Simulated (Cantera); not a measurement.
A closed system holds: 1 mol SiO2, 0.28 mol MgO, 0.21 mol H2O, at 1 atm.

These are equilibrium values from Cantera (NASA tables, ideal gas, pure condensed phases), not measurements of a reactor. Candidate condensed phases: H2O, Mg, MgO, Mg(OH)2, MgSiO3, Mg2SiO4, Si, SiO2; 24 gas species. Mutual solubility and eutectic melting of coexisting phases are not modelled. The tables hold silica as quartz up to 1696 K and as liquid above; real silica turns to tridymite and cristobalite and melts near 1996 K. Condensed phases not in the tables: alloys, solid solutions and most ternary compounds. Gases not in the tables: Si(OH)4. Rates play no part.

x: gas mole fraction; n: condensed amount in mol.

| T (K) | x H2O | x H2 | x O2 | x OH | x H | x O | n MgSiO3(s) | n SiO2(β-quartz) | n SiO2(condensed) |
|---|---|---|---|---|---|---|---|---|---|
| 850 | 1.00 | 7.54e-9 | 3.65e-9 | 1.33e-10 | <1e-12 | <1e-12 | 0.280 | 0.720 | 0 |
| 950 | 1.00 | 8.73e-8 | 4.30e-8 | 2.76e-9 | <1e-12 | <1e-12 | 0.280 | 0.720 | 0 |
| 1050 | 1.000 | 6.42e-7 | 3.13e-7 | 3.21e-8 | 6.46e-12 | <1e-12 | 0.280 | 0.720 | 0 |
| 1150 | 1.000 | 3.36e-6 | 1.62e-6 | 2.45e-7 | 1.36e-10 | 1.05e-11 | 0.280 | 0.720 | 0 |
| 1250 | 1.000 | 1.35e-5 | 6.42e-6 | 1.35e-6 | 1.77e-9 | 1.74e-10 | 0.280 | 0.720 | 0 |
| 1350 | 1.000 | 4.45e-5 | 2.08e-5 | 5.77e-6 | 1.58e-8 | 1.91e-9 | 0.280 | 0.720 | 0 |
| 1450 | 1.000 | 0.000124 | 5.72e-5 | 2.02e-5 | 1.05e-7 | 1.51e-8 | 0.280 | 0.720 | 0 |
| 1550 | 0.999 | [?] | [?] | [?] | [?] | [?] | 0.280 | 0.720 | 0 |
| 1650 | 0.999 | [?] | [?] | [?] | [?] | [?] | 0.280 | 0.720 | 0 |
| 1750 | 0.998 | 0.00136 | 0.000590 | 0.000366 | 8.52e-6 | 1.81e-6 | 0.280 | 0 | 0.720 |

### Question
Complete the blanks.

### Answer

- 1550, x H2: 0.000306
- 1550, x O2: 0.000138
- 1550, x OH: 6.01e-5
- 1550, x H: 5.47e-7
- 1550, x O: 9.13e-8
- 1650, x H2: 0.000674
- 1650, x O2: 0.000298
- 1650, x OH: 0.000157
- 1650, x H: 2.34e-6
- 1650, x O: 4.44e-7
